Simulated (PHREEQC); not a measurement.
2.3 g of hydrous ferric oxide (600 m²/g; 0.2 weak and 0.005 strong sites per Fe, Dzombak-Morel constants, diffuse double layer) in 1 kg of water with 0.001 mol/kgw of an inert sodium salt and 3.4e-05 mol/kgw NaH2PO4 and 0.0013 mol/kgw NaF, at 25 °C; the pH is set by adding NaOH or the inert anion's acid. O2 is buffered at 0.21 atm. The system is closed to CO2. No solid was allowed to form.

Model: ion-association model, wateq4f.dat, run in PHREEQC.

Question: Predict F sorbed (%), surface charge σ (C/m²) at pH = 4.5, 6, 8, 9, 10.

Answer: 
| pH | F sorbed (%) | surface charge σ (C/m²) |
|---|---|---|
| 4.5 | 98.6 | 0.078 |
| 6 | 84.4 | 0.018 |
| 8 | 14.5 | 0.000 |
| 9 | 2.1 | -0.007 |
| 10 | 0.3 | -0.023 |

H3PO4, which wateq4f.dat lacks, is added to it with the constant of phreeqc.dat.
